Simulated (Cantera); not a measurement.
A closed system holds: 1 mol SiCl4, 0.03 mol CH4, 480 mol H2, equilibrated at 2373.15 K and 1.28 Torr.

These are equilibrium values from Cantera (NASA tables, ideal gas, pure condensed phases), not measurements of a reactor. Candidate condensed phases: C, C6H6, C7H8, C8H18, Si, SiC; 109 gas species. The numbers say what is thermodynamically allowed, not how fast it happens.

Base state: H2 0.706, H 0.285, HCl 0.00550, Si 0.00175, Cl 0.00159, C2H2 (acetylene) 2.36e-5, SiH 1.96e-5 (mole fractions); condensed: gas only.

Task: What changes in the equilibrium state with this change: SiCl4 replaced by SiH2Cl2?

Result: 
```
species            before     after
----------------  -------  --------
H2                  0.706     0.709
H                   0.285     0.285
HCl               0.00550   0.00275
Cl                0.00159  0.000792
Si                0.00175   0.00175
SiH               1.96e-5   1.97e-5
C2H2 (acetylene)  2.36e-5   2.36e-5
```

Task: What changes in the equilibrium state with this change: SiCl4 replaced by SiHCl3?

Result: 
```tsv
species	before	after
H2	0.706	0.708
H	0.285	0.285
HCl	0.00550	0.00413
Cl	0.00159	0.00119
Si	0.00175	0.00175
SiH	1.96e-5	1.96e-5
C2H2 (acetylene)	2.36e-5	2.36e-5
```
